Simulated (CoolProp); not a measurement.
The fluid at 293.15 K and 7.25 MPa (supercritical) is heated at constant pressure to 451.9 K. The same conditions are run with several fluids, on thermodynamics alone (safety and materials aside).

Computed with CoolProp (reference Helmholtz-energy equation of state of each fluid (nitrogen: Span 2000; CF4 (R14): Platzer 1990; oxygen: Schmidt 1985)). The equations of Platzer and Polt are older, rougher fits.

**Question.** Rank nitrogen, CF4 (R14), oxygen by heat (kJ/kg), highest first.

**Answer.** nitrogen (177), oxygen (160), CF4 (R14) (145)

```tsv
fluid	final density (kg/m³)
nitrogen	52.5
CF4 (R14)	172
oxygen	61.1
```

Above 300 K oxygen's equation is extrapolated.
